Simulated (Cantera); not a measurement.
Feed: 1 mol Si₃N₄, 0.0061 mol Si, 0.038 mol H₂, held at 10.0 Torr.

Method: chemical equilibrium by Gibbs-energy minimisation in Cantera with the NASA 1993 tables (ideal gas, pure condensed phases). Candidate condensed phases: Si, Si₃N₄; 31 gas species. Ions and electrons are included (thermal ionisation). Kinetics and transport are ignored.

### Question
Which condensed phases are stable at each of these points (T (°C)): 2227, 2477, 2727, 2977, 3227, 3477, 3727, 3977, 4227, 4477, 4727?

### Answer
```csv
T (°C),condensed phases,Si condensed (%)
2227,Si(l),57.5
2477,gas only,0.0
2727,gas only,0.0
2977,gas only,0.0
3227,gas only,0.0
3477,gas only,0.0
3727,gas only,0.0
3977,gas only,0.0
4227,gas only,0.0
4477,gas only,0.0
4727,gas only,0.0
```

At 2227 °C the condensed part is Si(l). From 2477 °C to 4727 °C nothing is condensed.
